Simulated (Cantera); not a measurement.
A closed system holds: 1 mol CF4, 0.044 mol CH4, 5.3 mol H2, held at 1775 K and 0.100 bar.

Cantera equilibrium calculation (NASA polynomials, part measured and part estimated; ideal gas, pure solids and liquids). Candidate condensed phases: C, C6H6, C7H8, C8H18; 95 gas species. The numbers say what is thermodynamically allowed, not how fast it happens.

Base state: HF 0.541, H2 0.458, H 0.000619, C2H2 (acetylene) 6.52e-5, CH4 1.76e-5 (mole fractions); condensed: C(graphite).

### Question
What changes in the equilibrium state with this change: CF4 replaced by CH3Cl?

### Answer
| species | before | after |
|---|---|---|
| H2 | 0.458 | 0.864 |
| HCl | 0 | 0.135 |
| H | 0.000619 | 0.000851 |
| HF | 0.541 | 0 |
| Cl | 0 | 0.000102 |
| CH4 | 1.76e-5 | 6.24e-5 |
| C(graphite), mol | 1.04 | 1.04 |

### Question
What changes in the equilibrium state with this change: temperature from 1775 K to 1948 K?

### Answer
```
species             before     after
----------------  --------  --------
HF                   0.541     0.541
H2                   0.458     0.457
H                 0.000619   0.00241
C2H2 (acetylene)   6.52e-5  0.000246
CH4                1.76e-5   1.02e-5
C(graphite), mol      1.04      1.04
```

### Question
What changes in the equilibrium state with this change: temperature from 1775 K to 2198 K?

### Answer
```tsv
species	before	after
HF	0.541	0.538
H2	0.458	0.449
H	0.000619	0.0118
F	1.08e-7	1.21e-5
C2H2 (acetylene)	6.52e-5	0.00114
CH4	1.76e-5	5.32e-6
C(graphite), mol	1.04	1.03
```
